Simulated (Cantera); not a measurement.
A closed system holds: 1 mol SiH2Cl2, 0.25 mol C2H4, 130 mol H2, at 1598.15 K and 1.33 mbar.

Method: chemical equilibrium by Gibbs-energy minimisation in Cantera with the NASA 1993 tables (ideal gas, pure condensed phases). Candidate condensed phases: C, C6H6, C7H8, C8H18, Si, SiC; 109 gas species. Mutual solubility and eutectic melting of coexisting phases are not modelled. The tables' values for SiCl are old estimates; treat these amounts as uncertain. The numbers say what is thermodynamically allowed, not how fast it happens.

### Question
What is the equilibrium state?

### Answer
x(H2): 0.984
x(HCl): 0.0137
x(H): 0.00145
x(SiCl2): 0.000660
x(Si): 7.04e-5
x(Cl): 1.60e-5
x(SiCl): 1.18e-5
x(SiH): 5.59e-6
x(SiH2): 4.82e-6
n(Si(s)): 0.400 mol
n(SiC(s)): 0.500 mol
gas amount: 132.6 mol
log10 activity of C(graphite) (absent): -1.98
